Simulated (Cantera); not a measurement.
# Ignition delay

Mixture: 3.98 % CH4, 0.191 % H2, 20.2 % O2, 75.7 % N2, at 1.18 atm, adiabatic and at constant volume. Ignition delay is the time to a rise of 400 K.

Computed with Cantera and GRI-Mech 3.0 (53 species, 325 reactions).

| T0 (K) | delay (ms) |
|---|---|
| 1100 | 52.4 |
| 1200 | 14.4 |
| 1300 | 4.28 |
| 1400 | 1.47 |
| 1500 | 0.593 |
| 1600 | 0.277 |

The apparent activation energy between 1400 and 1600 K comes out as 160 kJ/mol.
